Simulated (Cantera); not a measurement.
A diamond (100) surface in a fixed gas of H2 with x(CH4) = 0.0049, x(H) = 0.033, at 1298 K, 0.168 atm; coverages are run to steady state.

Computed with Cantera and the Harris–Goodwin 1993 mechanism for the reconstructed diamond (100) surface.

θ: site fractions in the mechanism's names (c6HH fully hydrogenated, c6H* and c6*H radical sites, c6** diradical, c6HM methylated).

```csv
x(CH3),growth (µm/h),θ c6HH,θ c6H*,θ c6*H,θ c6**,θ c6HM
1e-06,0.157,0.377,0.0503,0.525,0.0472,…
2.4e-06,0.376,0.377,0.0503,0.525,0.0472,…
5.8e-06,0.909,0.377,0.0503,0.525,0.0471,…
1.4e-05,2.20,0.377,0.0503,0.525,0.0471,…
3.4e-05,5.33,0.377,0.0503,0.525,0.0471,…
8.1e-05,12.7,0.377,0.0502,0.525,0.0471,…
0.0002,31.3,0.377,0.0502,0.524,0.0470,…
0.00047,73.3,0.376,0.0501,0.523,0.0468,…
0.0011,170,0.375,0.0499,0.521,0.0464,…
```

Task: Fill in the missing entries.

Result: 
- 1e-06, θ c6HM: 3.56e-6
- 2.4e-06, θ c6HM: 8.55e-6
- 5.8e-06, θ c6HM: 2.07e-5
- 1.4e-05, θ c6HM: 4.99e-5
- 3.4e-05, θ c6HM: 0.000121
- 8.1e-05, θ c6HM: 0.000288
- 0.0002, θ c6HM: 0.000711
- 0.00047, θ c6HM: 0.00167
- 0.0011, θ c6HM: 0.00388
